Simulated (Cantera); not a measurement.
Input: 1 mol CH3Cl, 7.6 mol H2, at 0.300 bar.

Cantera equilibrium calculation (NASA polynomials, part measured and part estimated; ideal gas, pure solids and liquids). Candidate condensed phases: C, C6H6, C7H8, C8H18; 103 gas species. Ions and electrons are included (thermal ionisation). Rates play no part. All values below are at 2977 °C.

Base state: H2 0.476, H 0.405, HCl 0.0514, Cl 0.0293, C2H2 (acetylene) 0.0265, C2H 0.00536, C3 0.00374, C 0.00103 (mole fractions); condensed: gas only.

Question: What changes in the equilibrium state with this change: pressure from 0.300 bar to 0.0160 bar?

Answer: 
```tsv
species	before	after
H	0.405	0.812
H2	0.476	0.102
Cl	0.0293	0.0478
HCl	0.0514	0.00897
C2H2 (acetylene)	0.0265	0.00158
C	0.00103	0.0101
C3	0.00374	0.0103
C6H2	1.52e-5	7.00e-8
CH3	3.56e-5	4.32e-7
C4H2	0.000614	1.02e-5
C2HCl	8.28e-5	4.02e-6
C2H2 (vinylidene)	0.000142	8.47e-6
```
